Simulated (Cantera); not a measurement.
A perfectly stirred reactor is fed with 5.75 % H2, 16.0 % O2, 78.3 % N2, equivalence ratio 0.18, at 615 Torr; it is held at 1300 K, and followed from long to short residence time.

Detailed kinetics in Cantera: the H2/O2 subset of GRI-Mech 3.0, which has no nitrogen chemistry. The temperature is held fixed by assumption; the heat of reaction is taken as removed at once.

One state of this run: x H2 = 6.24e-5; x O2 = 0.135; x H2O2 = 2.07e-7; x HO2 = 2.73e-6; x H2O = 0.0591; x OH = 0.000160. x: mole fraction; the columns are a selection and need not sum to one.

Q: Which value of τ (s) does it belong to?
A) 0.11
B) 0.017
C) 0.00097
D) 0.30

A: D, 0.30
